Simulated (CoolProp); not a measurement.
The numbers come from the reference Helmholtz-energy equation of state, Leachman 2009 in CoolProp.

**Question.** For normal hydrogen, give the phase and the speed of sound (m/s), conductivity (mW/(m K)) at 658.1 K and 310 kPa.

**Answer.** 
- 658.1 K and 310 kPa: gas; speed of sound 1950, conductivity 331

Thermal conductivity comes from a separate model (Assael 2011).
